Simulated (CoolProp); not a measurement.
Model: reference Helmholtz-energy equation of state, Akasaka 2020, in CoolProp.

Problem. Give the vapour pressure (MPa), liquid density (kg/m³), enthalpy of vaporisation (kJ/kg), liquid cp (kJ/(kg K)) of saturated R1123 at 236 K.

Solution. 
```
T (K)  p (MPa)  liquid density (kg/m³)  enthalpy of vaporisation (kJ/kg)  liquid cp (kJ/(kg K))
-----  -------  ----------------------  --------------------------------  ---------------------
236      0.304                    1270                               207                   1.33
```
